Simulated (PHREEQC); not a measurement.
Consider water at 50 °C with 0.037 mol/kgw Cu(NO3)2 and 6.8e-05 mol/kgw NaCl. Closed to the air; pH follows from the charge balance.

The numbers come from PHREEQC with the ion-association model, phreeqc.dat.

No solid was allowed to form.

**Question.** What pH does the model give?

**Answer.** pH 4.13.

**Question.** In which forms is Cl present?

**Answer.** Cl- 90 %, CuCl+ 10 % of the Cl.

Constants without temperature data keep their 25 °C values here.
